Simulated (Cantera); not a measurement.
An isothermal plug-flow reactor at 773 K and 750 Torr (inlet), inlet velocity 0.27 m/s, active area per volume 9800 1/m; feed CH4 : O2 : N2 : H2O = 0.0019 : 0.12 : 0.79 : 0.0065 (molar parts), equivalence ratio 0.032.

Detailed kinetics in Cantera: Deutschmann's 1995 Pt surface mechanism with GRI-Mech 3.0 gas chemistry. Catalytic surfaces can have several steady states; this one follows from the mechanism file's or the stated starting coverage. Mass transfer to the wall is taken as infinitely fast.

One state of this run: x CH4 = 0.00196; x O2 = 0.130; x H2O = 0.00730; x CO2 = 0.000109; x CO = 2.05e-7; θ free Pt = 0.0226; θ O* = 0.976; θ OH* = 0.00157. x: gas mole fraction; θ: surface coverage.

Q: Which value of z (m) does it belong to?
(A) 0.05
(B) 0.026
(C) 0.0036
(D) 0.013

A: C, 0.0036
